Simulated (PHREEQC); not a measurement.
**Copper plating or etch bath**

A solution holds 0.29 mol/kgw Cu(NO3)2, 0.0097 mol/kgw H2SO4 and 0.00058 mol/kgw H3BO3, at 2.5 °C. Closed to the air; pH follows from the charge balance.

All values are PHREEQC results (ion-association model, wateq4f.dat), not measurements.

This is a speciation only: nothing precipitates in the calculation.

Problem. Predict the pH, activity of water.

Solution. pH 1.85; activity of water 0.985.

Problem. In which forms is S present?

Solution. CuSO4 55 %, SO4-2 36 %, HSO4- 8.5 % of the S.

The ionic strength is past about 0.7 mol/kgw, beyond the range of this activity model, so the values are rough. At this temperature some constants are extrapolated from 25 °C, and those without enthalpy data are left unchanged.
